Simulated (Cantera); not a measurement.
What does this Cantera script print?

```python
import numpy as np
import cantera as ct

surf = ct.Interface("diamond.yaml", "diamond_100")
gas, bulk = surf.adjacent["gas"], surf.adjacent["diamond"]
k = surf.kinetics_species_index(bulk.species_names[0])
cover = ["c6HH", "c6H*", "c6*H", "c6**", "c6HM", "c6B"]

rows, drift = [], 0.0
print(f"{'xCH3':>10s}{'um/h':>11s}" + "".join(f"{s:>11s}" for s in cover))
for v in [1e-06, 2.1e-06, 4.3e-06, 8.9e-06, 1.9e-05, 3.8e-05, 8e-05, 0.00017, 0.00034]:
    T, P, xH, xCH3 = 925, 11000, 0.0046, v
    gas.TPX = T, P, {"H": xH, "CH3": xCH3, "CH4": 0.0097, "H2": 1 - xH - xCH3 - 0.0097}
    surf.TP = bulk.TP = T, P
    surf.coverages = "c6H*:0.1, c6HH:0.9"
    surf.advance_coverages(100.0)
    before = surf.coverages
    surf.advance_coverages(100.0)
    drift = max(drift, np.max(np.abs(surf.coverages - before) / (surf.coverages + 1e-9)))
    rate = surf.net_production_rates[k] * bulk.mean_molecular_weight / bulk.density * 3.6e9
    rows.append([rate, *surf[cover].coverages])
    print(f"{v:10.4g}{rate:11.4e}" + "".join(f"{x:11.3e}" for x in rows[-1][1:]))
```

Output:

```
      xCH3       um/h       c6HH       c6H*       c6*H       c6**       c6HM        c6B
     1e-06 3.9838e-02  6.676e-01  1.232e-02  3.144e-01  5.450e-03  1.636e-04  1.081e-10
   2.1e-06 8.3639e-02  6.674e-01  1.232e-02  3.143e-01  5.448e-03  3.435e-04  2.270e-10
   4.3e-06 1.7118e-01  6.671e-01  1.231e-02  3.142e-01  5.445e-03  7.029e-04  4.645e-10
   8.9e-06 3.5392e-01  6.665e-01  1.230e-02  3.139e-01  5.438e-03  1.453e-03  9.604e-10
   1.9e-05 7.5383e-01  6.651e-01  1.227e-02  3.132e-01  5.424e-03  3.096e-03  2.046e-09
   3.8e-05 1.5012e+00  6.625e-01  1.222e-02  3.120e-01  5.397e-03  6.165e-03  4.074e-09
     8e-05 3.1307e+00  6.569e-01  1.212e-02  3.093e-01  5.338e-03  1.286e-02  8.495e-09
   0.00017 6.5214e+00  6.452e-01  1.190e-02  3.036e-01  5.215e-03  2.678e-02  1.770e-08
   0.00034 1.2574e+01  6.242e-01  1.150e-02  2.935e-01  4.996e-03  5.164e-02  3.412e-08
```

Detailed kinetics in Cantera: the Harris–Goodwin 1993 mechanism for the reconstructed diamond (100) surface.
